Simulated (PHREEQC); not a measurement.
**Alkaline etch or developer**

Dissolve 0.18 mol/kgw KOH, 0.00071 mol/kgw K2SiO3 and 0.23 mol/kgw K2CO3 at 20 °C. Closed to the air; pH follows from the charge balance.

Model: Pitzer model, pitzer.dat, run in PHREEQC.

No solid was allowed to form.

### Question
What pH does the model give?

### Answer
pH 13.31.

### Question
In which forms is Si present?

### Answer
H2SiO4-2 87 %, H3SiO4- 13 % of the Si.
